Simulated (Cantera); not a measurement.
Feed: 1 mol SiHCl3, 0.011 mol C2H2, 1100 mol H2, at 1050 K and 0.590 bar.

Equilibrium computed with Cantera from the NASA thermochemical tables; the gas is ideal and each condensed phase is pure. Candidate condensed phases: C, C6H6, C7H8, C8H18, Si, SiC; 109 gas species. Mutual solubility and eutectic melting of coexisting phases are not modelled. Equilibrium is a limit: real reactors are often held back by kinetics, nucleation or transport.

Task: What is the equilibrium state?

Result: 
* **x(H2)**: 0.998
* **x(HCl)**: 0.00233
* **x(SiHCl3)**: 7.25e-5
* **x(SiH2Cl2)**: 3.67e-5
* **x(CH4)**: 1.99e-5
* **x(SiCl4)**: 1.63e-5
* **x(SiCl2)**: 1.02e-5
* **x(SiH3Cl)**: 4.83e-6
* **x(SiCl3)**: 3.03e-6
* **n(Si(s))**: 0.841 mol
* **n(SiC(s))**: 6.45e-5 mol
* **gas amount**: 1102 mol
* **log10 activity of C(graphite) (absent)**: -3.23
